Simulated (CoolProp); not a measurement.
Vapour-liquid equilibrium of n-hexane (1) + n-decane (2) at 136.55 °C; x and y are mole fractions of (1).

Computed with CoolProp (multi-fluid Helmholtz-energy mixture model, Thol 2019 and Lemmon 2006; pair parameters Kunz 2012).

```
x     bubble pressure (MPa)  y at the bubble point  dew pressure at overall composition x (MPa)  liquid density (mol/L)
----  ---------------------  ---------------------  -------------------------------------------  ----------------------
0.05                0.05709                  0.408                                      0.03672                   4.546
0.15                 0.1028                  0.696                                      0.04080                   4.689
0.25                 0.1507                  0.811                                      0.04589                   4.840
0.35                 0.2007                  0.873                                      0.05241                   5.001
0.45                 0.2528                  0.912                                      0.06108                   5.170
0.55                 0.3069                  0.939                                      0.07315                   5.349
0.65                 0.3629                  0.958                                      0.09112                   5.537
0.75                 0.4208                  0.973                                       0.1207                   5.734
0.85                 0.4805                  0.985                                       0.1783                   5.937
0.95                 0.5422                  0.995                                       0.3369                   6.143
```

No azeotrope shows between x = 0.05 and 0.95.

The pair parameters rest on a limited set of measurements; away from them the model extrapolates.
